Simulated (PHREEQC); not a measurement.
A solution holds 0.076 mol HF, 0.035 mol (NH4)2SiF6 and 0.22 mol H3PO4 per kg of water, at 20 °C. Closed to the air; pH follows from the charge balance.

Equilibrium calculation in PHREEQC: ion-association model, phreeqc.dat.

```json
{
  "pH": "1.42",
  "ionic_strength": "0.152 mol/kgw",
  "activity_of_water": "0.992",
  "density": "1.014 g/cm³",
  "total_alkalinity": "-436 meq/kg"
}
```

```
species  molality  activity   log γ
-------  --------  --------  ------
H3PO4       0.175     0.181   0.015
HF         0.0730    0.0756   0.015
NH4+       0.0700    0.0496  -0.150
H+         0.0473    0.0383  -0.092
H2PO4-     0.0448    0.0342  -0.117
SiF6-2     0.0350    0.0115  -0.482
F-        0.00197   0.00144  -0.136
HF2-     0.000526  0.000400  -0.119
```

Precipitation was switched off in this run. Complexes and solids missing from the database can't appear. SiF6-2 is the database's only silicon fluoride.
